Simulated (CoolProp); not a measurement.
Vapour-liquid equilibrium of R22 (1) + c-C4F8 (RC318) (2) at 0.184 MPa; x and y are mole fractions of (1).

Computed with CoolProp (multi-fluid Helmholtz-energy mixture model, Kamei 1995 and Platzer 1990; pair parameters Bell 2016). This equation is an older, rougher fit; its heat capacities, sound speeds and derivatives of the liquid may be far off and weren't checked against measurements.

Q: Give the bubble temperature and the first vapour's composition at x = 0.35, 0.65, 0.95. Is there an azeotrope?

A: x = 0.35: 257.5 K, y = 0.778; x = 0.65: 248.6 K, y = 0.900; x = 0.95: 246.2 K, y = 0.967. No azeotrope shows between x = 0.05 and 0.95.

The pair parameters rest on a limited set of measurements; away from them the model extrapolates. The gap from Raoult's law changes sign with composition, which may be real or a fault of the pair parameters; it wasn't checked against measurements.
